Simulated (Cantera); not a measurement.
A closed system holds: 1 mol SiH₂Cl₂, 55 mol H₂, at 1477 °C and 3.08 Torr.

Equilibrium computed with Cantera from the NASA thermochemical tables; the gas is ideal and each condensed phase is pure. The tables' values for SiCl are old estimates; treat these amounts as uncertain. Gases not in the tables: Si₂H₆ and higher silanes. Rates play no part.

```csv
species,before,after
H₂,0.964,0.994
H,0.00357,0.00362
HCl,0.0290,0.00178
SiCl₂,0.00290,1.06e-5
Si,0.000366,0.000366
SiCl,8.14e-5,4.91e-6
Cl,8.28e-5,5.00e-6
SiH₂,2.01e-5,2.07e-5
SiH,3.04e-5,3.09e-5
"Si(l), mol",0.805,0.516
```
Gas species are given as mole fractions.

What was changed between the two runs?
(A) temperature from 1477 °C to 927 °C
(B) temperature from 1477 °C to 1052 °C
(C) H₂ from 55 to 1100 mol
(D) pressure from 3.08 Torr to 75.0 Torr

C, H₂ from 55 to 1100 mol
